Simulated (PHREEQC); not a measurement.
Make-up at 20 °C: 0.0029 mol HF, 0.011 mol NH4F and 0.27 mol H3PO4 per kg of water. Closed to the air; pH follows from the charge balance.

All values are PHREEQC results (ion-association model, phreeqc.dat), not measurements.

```
Property                       Value
--------------------  --------------
pH                              1.44
ionic strength        0.0534 mol/kgw
activity of water              0.994
specific conductance     13400 µS/cm
density                  1.013 g/cm³
total alkalinity         -273 meq/kg
```

| species | molality | activity | log γ |
|---|---|---|---|
| H3PO4 | 0.217 | 0.220 | 0.005 |
| H2PO4- | 0.0531 | 0.0438 | -0.083 |
| H+ | 0.0424 | 0.0362 | -0.070 |
| HF | 0.0135 | 0.0137 | 0.005 |
| NH4+ | 0.0110 | 0.00877 | -0.098 |
| F- | 0.000342 | 0.000276 | -0.092 |

This is a speciation only: nothing precipitates in the calculation. Species that the database lacks are ignored.
